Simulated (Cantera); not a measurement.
Mixture: 7.26 % CH4, 1.89 % H2, 19.1 % O2, 71.8 % N2, at 2.60 bar, adiabatic and at constant pressure. Ignition delay is the time to a rise of 400 K.

Model: GRI-Mech 3.0 (53 species, 325 reactions), integrated in Cantera. Below about 1000 K GRI-Mech 3.0 lacks low-temperature oxidation paths.

Question: Predict: delay at 998 K; delay at 1198 K; delay at 1398 K; delay at 1598 K; delay at 1798 K; apparent activation energy between 1598 and 1798 K.

Answer: 
| Quantity | Result |
|---|---|
| delay at 998 K | 24.4 ms |
| delay at 1198 K | 2.31 ms |
| delay at 1398 K | 0.415 ms |
| delay at 1598 K | 95.8 µs |
| delay at 1798 K | 30.1 µs |
| apparent activation energy between 1598 and 1798 K | 140 kJ/mol |
